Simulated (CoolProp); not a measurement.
Model: reference Helmholtz-energy equation of state, Lemmon 2016, in CoolProp.

Question: For R115, give the phase and the cp (kJ/(kg K)), speed of sound (m/s) at -44.75 °C and 0.302 MPa; -44.75 °C and 0.687 MPa.

Answer: 
- -44.75 °C and 0.302 MPa: liquid; cp 0.924, speed of sound 637
- -44.75 °C and 0.687 MPa: liquid; cp 0.923, speed of sound 640
